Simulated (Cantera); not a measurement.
A perfectly stirred reactor is fed with CO : H₂ : O₂ : N₂ = 1 : 0.099 : 0.796 : 9.56 (molar parts), equivalence ratio 0.69, at 1.00 bar; it is adiabatic with a 423 K inlet, and is followed from long to short residence time, starting on the burning branch (τ in s: 0.038, 0.016, 0.0064, 0.0026, 0.0011, 0.00044, 0.00018, 7.3e-05, 3e-05, 1.2e-05, 5e-06).

Cantera simulation using GRI-Mech 3.0 (53 species, 325 reactions); the numbers are that mechanism's predictions, not measurements.

### Question
What does this change do: inlet temperature 423 to 475 K?

### Answer
| quantity | before | after |
|---|---|---|
| blow-out, bracketed by the residence times tried | burning at 38.0 ms, out at 16.0 ms | burning at 16.0 ms, out at 6.40 ms |
| x(CO) at τ = 38.0 ms | 0.00837 | 0.00632 |
| x(H₂) at τ = 38.0 ms | 0.000155 | 0.000127 |
| x(O₂) at τ = 38.0 ms | 0.0266 | 0.0256 |
| x(H₂O₂) at τ = 38.0 ms | 3.23e-7 | 2.71e-7 |
| x(NO) at τ = 38.0 ms | 1.38e-6 | 2.37e-6 |
| x(CO) at τ = 0.440 ms | 0.0873 | 0.0873 |
| x(H₂) at τ = 0.440 ms | 0.00864 | 0.00864 |
| x(O₂) at τ = 0.440 ms | 0.0695 | 0.0695 |
| x(H₂O₂) at τ = 0.440 ms | <1e-12 | <1e-12 |
| x(NO) at τ = 0.440 ms | <1e-12 | <1e-12 |

### Question
What does this change do: 0.26 parts H2O added?

### Answer
| quantity | before | after |
|---|---|---|
| blow-out, bracketed by the residence times tried | burning at 38.0 ms, out at 16.0 ms | burning at 38.0 ms, out at 16.0 ms |
| x(CO) at τ = 38.0 ms | 0.00837 | 0.00606 |
| x(H₂) at τ = 38.0 ms | 0.000155 | 0.000222 |
| x(O₂) at τ = 38.0 ms | 0.0266 | 0.0250 |
| x(H₂O₂) at τ = 38.0 ms | 3.23e-7 | 6.49e-7 |
| x(NO) at τ = 38.0 ms | 1.38e-6 | 6.58e-7 |
| x(CO) at τ = 0.440 ms | 0.0873 | 0.0854 |
| x(H₂) at τ = 0.440 ms | 0.00864 | 0.00845 |
| x(O₂) at τ = 0.440 ms | 0.0695 | 0.0679 |
| x(H₂O₂) at τ = 0.440 ms | <1e-12 | <1e-12 |
| x(NO) at τ = 0.440 ms | <1e-12 | <1e-12 |
